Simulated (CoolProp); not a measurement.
Propylene glycol along the isobar 170 bar: Z from the reference equation and from simpler models built on Tc = 400.8 °C, pc = 72.92 bar, ω = 0.327; each cubic takes its own stable root.

Computed with CoolProp (reference Helmholtz-energy equation of state, Eisenbach 2021).

```json
[
 {"T (°C)": "35.15", "phase": "liquid", "reference": "[?]", "van der Waals": "0.7419", "Soave-Redlich-Kwong": "0.4948", "Peng-Robinson": "0.4412"},
 {"T (°C)": "61.15", "phase": "liquid", "reference": "0.4590", "van der Waals": "0.6955", "Soave-Redlich-Kwong": "0.4639", "Peng-Robinson": "0.4133"},
 {"T (°C)": "87.15", "phase": "liquid", "reference": "0.4344", "van der Waals": "0.6564", "Soave-Redlich-Kwong": "0.4383", "Peng-Robinson": "0.3902"},
 {"T (°C)": "113.15", "phase": "liquid", "reference": "0.4137", "van der Waals": "0.6233", "Soave-Redlich-Kwong": "0.4171", "Peng-Robinson": "0.3710"},
 {"T (°C)": "139.05", "phase": "liquid", "reference": "0.3963", "van der Waals": "0.5953", "Soave-Redlich-Kwong": "0.3995", "Peng-Robinson": "0.3551"},
 {"T (°C)": "165.05", "phase": "liquid", "reference": "0.3817", "van der Waals": "0.5712", "Soave-Redlich-Kwong": "0.3851", "Peng-Robinson": "0.3420"},
 {"T (°C)": "191.05", "phase": "liquid", "reference": "0.3696", "van der Waals": "0.5508", "Soave-Redlich-Kwong": "0.3735", "Peng-Robinson": "0.3314"},
 {"T (°C)": "216.95", "phase": "liquid", "reference": "0.3599", "van der Waals": "[?]", "Soave-Redlich-Kwong": "0.3645", "Peng-Robinson": "[?]"},
 {"T (°C)": "242.95", "phase": "liquid", "reference": "0.3523", "van der Waals": "0.5189", "Soave-Redlich-Kwong": "0.3581", "Peng-Robinson": "0.3175"},
 {"T (°C)": "268.95", "phase": "liquid", "reference": "0.3469", "van der Waals": "0.5069", "Soave-Redlich-Kwong": "0.3542", "Peng-Robinson": "0.3141"},
 {"T (°C)": "294.95", "phase": "liquid", "reference": "0.3438", "van der Waals": "0.4973", "Soave-Redlich-Kwong": "0.3530", "Peng-Robinson": "0.3133"},
 {"T (°C)": "320.85", "phase": "liquid", "reference": "0.3434", "van der Waals": "0.4901", "Soave-Redlich-Kwong": "0.3550", "Peng-Robinson": "0.3154"},
 {"T (°C)": "346.85", "phase": "liquid", "reference": "[?]", "van der Waals": "0.4853", "Soave-Redlich-Kwong": "0.3608", "Peng-Robinson": "0.3212"}
]
```

### Question
Complete the blanks.

### Answer

- 35.15, reference: 0.4884
- 216.95, van der Waals: 0.5335
- 216.95, Peng-Robinson: 0.3233
- 346.85, reference: 0.3464
